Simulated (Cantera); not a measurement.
A freely propagating, adiabatic, planar premixed flame of 26.3 % H2, 15.5 % O2, 58.2 % N2, unburnt at 325 K and 1.01 bar; mixture-averaged transport, grid criteria slope 0.08 and curve 0.16, no radiation.

Cantera simulation using the H2/O2 subset of GRI-Mech 3.0, which has no nitrogen chemistry; the numbers are that mechanism's predictions, not measurements. Burning velocities carry a grid error of a few per cent, more on coarse grids.

Problem. Predict: laminar burning velocity; thermal thickness; peak x(OH); peak x(HO2); peak x(O); peak x(H2O2).

Solution. 
```json
{
  "laminar_burning_velocity": "212 cm/s",
  "thermal_thickness": "0.343 mm",
  "peak x(OH)": "0.0138",
  "peak x(HO2)": "0.000476",
  "peak x(O)": "0.00996",
  "peak x(H2O2)": "0.000103"
}
```
